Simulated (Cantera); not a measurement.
An isothermal, constant-pressure homogeneous reactor starts with H₂ : O₂ : N₂ = 0.0056 : 1 : 0.43 (molar parts), at 1275 K and 0.00440 bar. Integrator tolerance rtol = 1e-08.

Computed with Cantera and GRI-Mech 3.0 (53 species, 325 reactions). Radical loss at walls, strong at low pressure, is not modelled.

Task: What does this change do: pressure from 0.00440 bar to 0.0267 bar?

Result: 
| quantity | before | after |
|---|---|---|
| x(H₂) at 2.00 s | 6.82e-6 (gas-phase equilibrium 3.92e-9) | 1.84e-7 (gas-phase equilibrium 1.59e-9) |
| x(O₂) at 2.00 s | 0.694 (gas-phase equilibrium 0.696) | 0.696 (gas-phase equilibrium 0.696) |
| x(N₂O) at 2.00 s | 3.36e-9 (gas-phase equilibrium 1.04e-9) | 2.23e-8 (gas-phase equilibrium 2.56e-9) |
| x(NO) at 2.00 s | 9.80e-9 (gas-phase equilibrium 0.000379) | 3.56e-8 (gas-phase equilibrium 0.000379) |
| x(O) at 2.00 s | 0.00257 (gas-phase equilibrium 1.41e-6) | 6.54e-5 (gas-phase equilibrium 5.74e-7) |
| x(H₂O) at 2.00 s | 0.00370 (gas-phase equilibrium 0.00390) | 0.00388 (gas-phase equilibrium 0.00391) |
| x(OH) at 2.00 s | 0.000337 (gas-phase equilibrium 8.11e-6) | 5.49e-5 (gas-phase equilibrium 5.17e-6) |

Task: What does this change do: pressure from 0.00440 bar to 0.00110 bar?

Result: 
| quantity | before | after |
|---|---|---|
| x(H₂) at 2.00 s | 6.82e-6 (gas-phase equilibrium 3.92e-9) | 9.12e-6 (gas-phase equilibrium 7.84e-9) |
| x(O₂) at 2.00 s | 0.694 (gas-phase equilibrium 0.696) | 0.693 (gas-phase equilibrium 0.696) |
| x(N₂O) at 2.00 s | 3.36e-9 (gas-phase equilibrium 1.04e-9) | 6.98e-10 (gas-phase equilibrium 5.20e-10) |
| x(NO) at 2.00 s | 9.80e-9 (gas-phase equilibrium 0.000379) | 9.84e-10 (gas-phase equilibrium 0.000379) |
| x(O) at 2.00 s | 0.00257 (gas-phase equilibrium 1.41e-6) | 0.00349 (gas-phase equilibrium 2.83e-6) |
| x(H₂O) at 2.00 s | 0.00370 (gas-phase equilibrium 0.00390) | 0.00366 (gas-phase equilibrium 0.00390) |
| x(OH) at 2.00 s | 0.000337 (gas-phase equilibrium 8.11e-6) | 0.000390 (gas-phase equilibrium 1.15e-5) |

Task: What does this change do: 0.05 parts H2O added?

Result: 
```csv
quantity,before,after
x(H₂) at 2.00 s,6.82e-6 (gas-phase equilibrium 3.92e-9),2.96e-5 (gas-phase equilibrium 3.83e-8)
x(O₂) at 2.00 s,0.694 (gas-phase equilibrium 0.696),0.671 (gas-phase equilibrium 0.672)
x(N₂O) at 2.00 s,3.36e-9 (gas-phase equilibrium 1.04e-9),3.03e-9 (gas-phase equilibrium 9.88e-10)
x(NO) at 2.00 s,9.80e-9 (gas-phase equilibrium 0.000379),6.44e-9 (gas-phase equilibrium 0.000366)
x(O) at 2.00 s,0.00257 (gas-phase equilibrium 1.41e-6),0.00108 (gas-phase equilibrium 1.39e-6)
x(H₂O) at 2.00 s,0.00370 (gas-phase equilibrium 0.00390),0.0371 (gas-phase equilibrium 0.0375)
x(OH) at 2.00 s,0.000337 (gas-phase equilibrium 8.11e-6),0.000690 (gas-phase equilibrium 2.49e-5)
```
